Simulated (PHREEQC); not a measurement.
Consider water at 20 °C with 160 mmol/kgw CuSO4, 94 mmol/kgw HCl and 0.74 mmol/kgw FeCl3. Closed to the air; pH follows from the charge balance.

All values are PHREEQC results (ion-association model, phreeqc.dat), not measurements.

This is a speciation only: nothing precipitates in the calculation.

Question: Estimate the pH, activity of water, ionic strength.

Answer: pH 1.46; activity of water 0.993; ionic strength 0.397 mol/kgw.

Question: In which forms is Cl present?

Answer: Cl- 95 %, CuCl+ 5.2 % of the Cl.

Saturation is exceeded, for instance for Hematite (slow to form); the values hold only as long as no solid forms.
